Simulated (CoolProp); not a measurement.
A simple Rankine cycle with R11: condensing at 320.15 K, boiler at 0.914 MPa, turbine inlet 499 K, turbine efficiency 0.9, pump efficiency 0.7, no recuperator. Each further row changes one setting.

Model: reference Helmholtz-energy equation of state, Jacobsen 1992, in CoolProp.

```json
[
 {"case": "as stated", "thermal efficiency (%)": "12.1", "net work (kJ/kg)": "34.5", "heat in (kJ/kg)": "284", "turbine exit temperature (K)": "440.1", "volume ratio over the turbine": "3.89"},
 {"case": "condensing temperature 312.15 K", "thermal efficiency (%)": "13.7", "net work (kJ/kg)": "40.1", "heat in (kJ/kg)": "292", "turbine exit temperature (K)": "431.0", "volume ratio over the turbine": "4.88"},
 {"case": "boiler pressure 0.64 MPa", "thermal efficiency (%)": "9.3", "net work (kJ/kg)": "26.8", "heat in (kJ/kg)": "287", "turbine exit temperature (K)": "454.8", "volume ratio over the turbine": "2.76"},
 {"case": "turbine efficiency 0.8", "thermal efficiency (%)": "10.7", "net work (kJ/kg)": "30.6", "heat in (kJ/kg)": "284", "turbine exit temperature (K)": "445.9", "volume ratio over the turbine": "3.94"}
]
```
